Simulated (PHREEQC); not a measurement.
Metal-bearing waste water: speciation

Dissolve 0.046 mol MnSO4 and 0.0011 mol H2SO4 per kg of water at 25 °C. Closed to the air; pH follows from the charge balance.

Computed with PHREEQC (Pitzer model, pitzer.dat).

Precipitation was switched off in this run.

Question: Predict the pH.

Answer: pH 3.10.

Question: In which forms is S present?

Answer: SO4-2 98 %, HSO4- 2.3 % of the S.
